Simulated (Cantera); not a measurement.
Input: 1 mol Fe₂O₃, 0.33 mol SO₂, 0.75 mol O₂, held at 900 °C and 0.133 bar.

Equilibrium computed with Cantera from the NASA thermochemical tables; the gas is ideal and each condensed phase is pure. Candidate condensed phases: Fe, FeO, FeS, FeSO₄, FeS₂, Fe₂O₃, Fe₂(SO₄)₃, Fe₃O₄, S; 12 gas species. The numbers say what is thermodynamically allowed, not how fast it happens.

Base state: O₂ 0.690, SO₂ 0.282, SO₃ 0.0275 (mole fractions); condensed: Fe₂O₃(s).

Task: What changes in the equilibrium state with this change: temperature from 900 °C to 602 °C?

Result: 
| species | before | after |
|---|---|---|
| O₂ | 0.690 | 0.871 |
| SO₃ | 0.0275 | 0.0991 |
| SO₂ | 0.282 | 0.0300 |
| Fe₂O₃(s), mol | 1.00 | 0.919 |
| Fe₂(SO₄)₃(s), mol | 0 | 0.0806 |

Task: What changes in the equilibrium state with this change: SO₂ from 0.33 to 0.061 mol?

Result: 
| species | before | after |
|---|---|---|
| O₂ | 0.690 | 0.924 |
| SO₂ | 0.282 | 0.0678 |
| SO₃ | 0.0275 | 0.00766 |
| Fe₂O₃(s), mol | 1.00 | 1.00 |
